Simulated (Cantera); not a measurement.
**Equilibrium for iron carbonyl, mercury and lead vapours: Hg + O₂ + H₂**

Input: 1 mol Hg, a varied amount of O₂, 0.74 mol H₂, equilibrated at 527 °C and 133 Pa.

These are equilibrium values from Cantera (NASA tables, ideal gas, pure condensed phases), not measurements of a reactor. Candidate condensed phases: H₂O, Hg, HgO; 10 gas species. The numbers say what is thermodynamically allowed, not how fast it happens.

```json
[
 {"n(O₂) (mol)": "0.13", "x Hg": "0.575", "x H₂O": "0.149", "x H₂": "0.276", "x O₂": "<1e-12", "x OH": "<1e-12"},
 {"n(O₂) (mol)": "0.16", "x Hg": "0.575", "x H₂O": "0.184", "x H₂": "0.241", "x O₂": "<1e-12", "x OH": "<1e-12"},
 {"n(O₂) (mol)": "0.19", "x Hg": "0.575", "x H₂O": "0.218", "x H₂": "0.207", "x O₂": "<1e-12", "x OH": "<1e-12"},
 {"n(O₂) (mol)": "0.24", "x Hg": "0.575", "x H₂O": "0.276", "x H₂": "0.149", "x O₂": "<1e-12", "x OH": "<1e-12"},
 {"n(O₂) (mol)": "0.3", "x Hg": "0.575", "x H₂O": "0.345", "x H₂": "0.0805", "x O₂": "<1e-12", "x OH": "<1e-12"},
 {"n(O₂) (mol)": "0.38", "x Hg": "0.571", "x H₂O": "0.423", "x H₂": "7.94e-12", "x O₂": "0.00571", "x OH": "3.81e-9"},
 {"n(O₂) (mol)": "0.47", "x Hg": "0.543", "x H₂O": "0.402", "x H₂": "2.45e-12", "x O₂": "0.0543", "x OH": "6.53e-9"},
 {"n(O₂) (mol)": "0.58", "x Hg": "0.513", "x H₂O": "0.379", "x H₂": "1.64e-12", "x O₂": "0.108", "x OH": "7.53e-9"},
 {"n(O₂) (mol)": "0.73", "x Hg": "0.476", "x H₂O": "0.352", "x H₂": "1.21e-12", "x O₂": "0.171", "x OH": "8.15e-9"}
]
```
x: gas mole fraction; nothing condenses.

From 0.13 mol O₂ to 0.73 mol O₂ nothing is condensed. The main Hg-bearing gas is Hg throughout.
